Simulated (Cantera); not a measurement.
An isothermal, constant-pressure homogeneous reactor starts with H2 : O2 = 0.065 : 1 (molar parts), at 1000 K and 0.0180 bar.

Cantera simulation using the H2/O2 subset of GRI-Mech 3.0, which has no nitrogen chemistry; the numbers are that mechanism's predictions, not measurements. Radical loss at walls, strong at low pressure, is not modelled. The temperature is held fixed by assumption; the heat of reaction is taken as removed at once.

One state of this run: x H2 = 1.56e-5; x O2 = 0.937; x OH = 0.000158; x O = 0.000222; x H = 9.19e-6; x HO2 = 1.68e-6. x: mole fraction; the columns are a selection and need not sum to one.

Task: Which value of t (s) does it belong to?
(A) 0.0988
(B) 0.00307
(C) 0.0311
(D) 9.54e-5

Result: A, 0.0988
